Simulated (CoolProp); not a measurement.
A single-stage vapour-compression cycle with ethane: evaporating at 224.15 K (dew point), condensing at 264.15 K (bubble point), superheat 8 K, subcooling 0 K, compressor efficiency 0.8, no pressure losses. Each further row changes one setting.

Model: reference Helmholtz-energy equation of state, Bücker 2006, in CoolProp.

| case | cooling COP | pressure ratio | discharge temperature (K) | refrigerating effect (kJ/kg) | volumetric capacity (kJ/m³) |
|---|---|---|---|---|---|
| as stated | 3.44 | 3.34 | 302.8 | 325 | 3220 |
| evaporating temperature 229.15 K | 4.10 | 2.80 | 298.2 | 329 | 3860 |
| condensing temperature 259.15 K | 4.08 | 2.93 | 294.7 | 341 | 3380 |
| subcooling 5 K | 3.61 | 3.34 | 302.8 | 341 | 3380 |
| superheat 18 K | 3.42 | 3.34 | 313.7 | 342 | 3200 |
| compressor efficiency 0.7 | 3.01 | 3.34 | 309.2 | 325 | 3220 |
